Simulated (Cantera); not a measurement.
An isothermal, constant-pressure homogeneous reactor starts with NH3 : H2 = 1 : 0.29 (molar parts), at 1725 K and 0.210 bar. Integrator tolerance rtol = 1e-08.

Model: the gas-phase N/H chemistry of the illustrative SiF4/NH3 mechanism in the Surface Chemkin manual (1991), integrated in Cantera. Walls and surfaces, which speed up NH3 decomposition in real reactors, are not modelled.

Question: What does this change do: pressure from 0.210 bar to 0.0130 bar?

Answer: 
```tsv
quantity	before	after
x(NH3) at 10.0 s	0.104 (gas-phase equilibrium 2.31e-6)	0.488 (gas-phase equilibrium 1.42e-7)
x(H2) at 10.0 s	0.707 (gas-phase equilibrium 0.781)	0.431 (gas-phase equilibrium 0.780)
x(NH2) at 10.0 s	6.11e-5 (gas-phase equilibrium 2.74e-9)	0.000261 (gas-phase equilibrium 6.80e-10)
x(N2) at 10.0 s	0.189 (gas-phase equilibrium 0.218)	0.0808 (gas-phase equilibrium 0.218)
x(NH) at 10.0 s	7.75e-7 (gas-phase equilibrium 7.05e-11)	2.82e-6 (gas-phase equilibrium 7.05e-11)
x(N) at 10.0 s	4.95e-8 (gas-phase equilibrium 9.23e-12)	1.48e-7 (gas-phase equilibrium 3.71e-11)
x(H) at 10.0 s	0.000162 (gas-phase equilibrium 0.000361)	8.97e-5 (gas-phase equilibrium 0.00145)
```

Question: What does this change do: temperature 1725 to 1875 K?

Answer: 
```tsv
quantity	before	after
x(NH3) at 10.0 s	0.104 (gas-phase equilibrium 2.31e-6)	0.000696 (gas-phase equilibrium 1.69e-6)
x(H2) at 10.0 s	0.707 (gas-phase equilibrium 0.781)	0.780 (gas-phase equilibrium 0.781)
x(NH2) at 10.0 s	6.11e-5 (gas-phase equilibrium 2.74e-9)	3.10e-6 (gas-phase equilibrium 7.62e-9)
x(N2) at 10.0 s	0.189 (gas-phase equilibrium 0.218)	0.218 (gas-phase equilibrium 0.218)
x(NH) at 10.0 s	7.75e-7 (gas-phase equilibrium 7.05e-11)	2.07e-7 (gas-phase equilibrium 5.16e-10)
x(N) at 10.0 s	4.95e-8 (gas-phase equilibrium 9.23e-12)	5.30e-8 (gas-phase equilibrium 1.34e-10)
x(H) at 10.0 s	0.000162 (gas-phase equilibrium 0.000361)	0.00125 (gas-phase equilibrium 0.00127)
```

Question: What does this change do: temperature 1725 to 2125 K?

Answer: 
```csv
quantity,before,after
x(NH3) at 10.0 s,0.104 (gas-phase equilibrium 2.31e-6),2.39e-6 (gas-phase equilibrium 1.10e-6)
x(H2) at 10.0 s,0.707 (gas-phase equilibrium 0.781),0.775 (gas-phase equilibrium 0.775)
x(NH2) at 10.0 s,6.11e-5 (gas-phase equilibrium 2.74e-9),6.57e-8 (gas-phase equilibrium 3.03e-8)
x(N2) at 10.0 s,0.189 (gas-phase equilibrium 0.218),0.218 (gas-phase equilibrium 0.218)
x(NH) at 10.0 s,7.75e-7 (gas-phase equilibrium 7.05e-11),1.65e-8 (gas-phase equilibrium 7.61e-9)
x(N) at 10.0 s,4.95e-8 (gas-phase equilibrium 9.23e-12),1.08e-8 (gas-phase equilibrium 5.00e-9)
x(H) at 10.0 s,0.000162 (gas-phase equilibrium 0.000361),0.00702 (gas-phase equilibrium 0.00702)
```
